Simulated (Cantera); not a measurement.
Pyrogenic steam for wet oxidation

An isothermal, constant-pressure homogeneous reactor starts with 11.8 % H₂, 6.58 % O₂, 78.9 % N₂, 2.63 % H₂O, at 1075 K and 0.230 bar.

Detailed kinetics in Cantera: GRI-Mech 3.0 (53 species, 325 reactions). The temperature is held fixed by assumption; the heat of reaction is taken as removed at once.

```
t (s)         x H₂     x O₂      x OH     x NO     x HO₂    x N₂O
--------  --------  -------  --------  -------  --------  -------
4.00e-6      0.118   0.0658    <1e-12   <1e-12  3.53e-11   <1e-12
1.69e-5      0.118   0.0658  5.70e-12   <1e-12  1.51e-10   <1e-12
7.11e-5      0.118   0.0658  5.50e-11   <1e-12  7.07e-10   <1e-12
0.000300     0.118   0.0658   7.22e-9   <1e-12   2.11e-8   <1e-12
0.00126     0.0170   0.0203   0.00135  1.78e-6   5.84e-6  9.27e-9
0.00533    0.00226  0.00817  0.000304  3.24e-6   2.52e-6  1.63e-8
0.0225    0.000213  0.00708   7.15e-5  3.26e-6   1.29e-6  2.25e-8
0.0949     1.40e-5  0.00699   1.85e-5  3.23e-6   1.89e-7  2.53e-8
0.400      9.14e-7  0.00699   5.84e-6  3.23e-6   1.57e-8  2.62e-8
1.69       1.04e-7  0.00699   2.28e-6  3.25e-6   2.12e-9  2.64e-8
7.11       1.94e-8  0.00699   1.03e-6  3.26e-6  4.55e-10  2.55e-8
30.0       5.04e-9  0.00699   5.17e-7  3.26e-6  1.99e-10  2.12e-8
```
x: mole fraction; the columns are a selection and need not sum to one.

Equilibrium at this temperature and pressure: H₂ 2.71e-9, O₂ 0.00699, OH 3.45e-7, NO 1.28e-5, HO₂ 1.90e-10, N₂O 4.84e-10 (gas phase only).
